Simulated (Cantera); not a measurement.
**Ignition delay**

Mixture: 2.18 % C₃H₈, 20.5 % O₂, 77.3 % N₂, at 1.00 bar, adiabatic and at constant volume. Ignition delay is the time to a rise of 400 K.

Model: GRI-Mech 3.0 (53 species, 325 reactions), integrated in Cantera. GRI-Mech 3.0 was tuned for natural gas; its chemistry of propane as a main component is partial and can be far from experiment.

| T0 (K) | delay (ms) |
|---|---|
| 1098 | 51.8 |
| 1148 | 16.6 |
| 1198 | 5.70 |
| 1248 | 2.13 |
| 1298 | 0.880 |
| 1348 | 0.403 |
| 1398 | 0.204 |
| 1448 | 0.113 |
| 1498 | 0.0686 |
| 1548 | 0.0448 |

apparent activation energy between 1448 and 1548 K: 170 kJ/mol
